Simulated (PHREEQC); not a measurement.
## Copper plating or etch bath: an equilibrium model

Solution (66 °C): 0.014 mol/kgw Cu(NO3)2, 0.059 mol/kgw HBF4 and 0.094 mol/kgw NaCl. Closed to the air; pH follows from the charge balance.

All values are PHREEQC results (ion-association model, wateq4f.dat), not measurements.

Each row changes one thing in this solution. Precipitation was switched off in this run.

```tsv
case	pH	ionic strength (mol/kgw)	BF4- (mol/kgw)	HF (mol/kgw)	Cu+2 (mol/kgw)	H3BO3 (mol/kgw)	SI of CuF2:2H2O (CuF2:2H2O)	SI of Tenorite (CuO)
as made	1.37	0.181	0.0517	0.0217	0.00966	0.00490	-5.25	-6.06
Cu(NO3)2 from 0.014 to 0.0154 mol/kgw	1.37	0.185	0.0517	0.0217	0.0107	0.00490	-5.21	-6.02
Cu(NO3)2 replaced by CuCl2 at the same molality	1.37	0.180	0.0517	0.0217	0.00879	0.00491	-5.29	-6.10
NaCl left out	1.35	0.0960	0.0515	0.0227	0.0140	0.00516	-5.01	-5.84
temperature from 66 to 40 °C	1.35	0.188	0.0538	0.0140	0.0120	0.00313	-5.30	-6.80
temperature from 66 to 55 °C	1.36	0.185	0.0527	0.0180	0.0108	0.00405	-5.26	-6.35
NaCl from 0.094 to 0.141 mol/kgw	1.37	0.226	0.0517	0.0213	0.00853	0.00480	-5.33	-6.14
diluted 100-fold with water	3.15	0.00209	5.73e-6	0.00158	0.000136	0.000570	-5.43	-3.92
```

At this temperature some constants are extrapolated from 25 °C, and those without enthalpy data are left unchanged. Real BF4- forms and hydrolyses slowly; the run takes it at equilibrium.
